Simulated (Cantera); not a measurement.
**Thermodynamics of iron carbonyl, mercury and lead vapours, feed HgO + N2**

Charge: 1 mol HgO, 3.5 mol N2, at 41.0 Pa.

Cantera equilibrium calculation (NASA polynomials, part measured and part estimated; ideal gas, pure solids and liquids). Candidate condensed phases: Hg, HgO; 10 gas species. Kinetics and transport are ignored.

At 450 K the condensed part is HgO(s). From 550 K to 1550 K nothing is condensed. The main Hg-bearing gas is Hg throughout.

```json
[
 {"T (K)": "450", "log p N2": "-3.44", "log p Hg": "-4.48", "log p O2": "-4.79", "log p NO": "-14.06", "log p O": "<-15", "log p NO2": "-13.67", "log p N2O": "<-15", "n HgO(s)": "0.682"},
 {"T (K)": "550", "log p N2": "-3.54", "log p Hg": "-4.09", "log p O2": "-4.39", "log p NO": "-11.98", "log p O": "<-15", "log p NO2": "-12.62", "log p N2O": "<-15", "n HgO(s)": "0"},
 {"T (K)": "650", "log p N2": "-3.54", "log p Hg": "-4.09", "log p O2": "-4.39", "log p NO": "-10.65", "log p O": "<-15", "log p NO2": "-12.14", "log p N2O": "<-15", "n HgO(s)": "0"},
 {"T (K)": "750", "log p N2": "-3.54", "log p Hg": "-4.09", "log p O2": "-4.39", "log p NO": "-9.67", "log p O": "<-15", "log p NO2": "-11.78", "log p N2O": "-15.32", "n HgO(s)": "0"},
 {"T (K)": "850", "log p N2": "-3.54", "log p Hg": "-4.09", "log p O2": "-4.39", "log p NO": "-8.92", "log p O": "-14.32", "log p NO2": "-11.51", "log p N2O": "-14.64", "n HgO(s)": "0"},
 {"T (K)": "950", "log p N2": "-3.54", "log p Hg": "-4.09", "log p O2": "-4.39", "log p NO": "-8.33", "log p O": "-12.69", "log p NO2": "-11.29", "log p N2O": "-14.11", "n HgO(s)": "0"},
 {"T (K)": "1050", "log p N2": "-3.54", "log p Hg": "-4.09", "log p O2": "-4.39", "log p NO": "-7.85", "log p O": "-11.37", "log p NO2": "-11.12", "log p N2O": "-13.68", "n HgO(s)": "0"},
 {"T (K)": "1150", "log p N2": "-3.54", "log p Hg": "-4.09", "log p O2": "-4.39", "log p NO": "-7.46", "log p O": "-10.27", "log p NO2": "-10.97", "log p N2O": "-13.31", "n HgO(s)": "0"},
 {"T (K)": "1250", "log p N2": "-3.54", "log p Hg": "-4.09", "log p O2": "-4.39", "log p NO": "-7.12", "log p O": "-9.35", "log p NO2": "-10.85", "log p N2O": "-13.01", "n HgO(s)": "0"},
 {"T (K)": "1350", "log p N2": "-3.54", "log p Hg": "-4.09", "log p O2": "-4.39", "log p NO": "-6.84", "log p O": "-8.57", "log p NO2": "-10.74", "log p N2O": "-12.75", "n HgO(s)": "0"},
 {"T (K)": "1450", "log p N2": "-3.54", "log p Hg": "-4.09", "log p O2": "-4.39", "log p NO": "-6.60", "log p O": "-7.89", "log p NO2": "-10.65", "log p N2O": "-12.52", "n HgO(s)": "0"},
 {"T (K)": "1550", "log p N2": "-3.54", "log p Hg": "-4.09", "log p O2": "-4.39", "log p NO": "-6.39", "log p O": "-7.30", "log p NO2": "-10.57", "log p N2O": "-12.32", "n HgO(s)": "0"}
]
```
log p: log10 of the partial pressure in bar; n: condensed amount in mol.
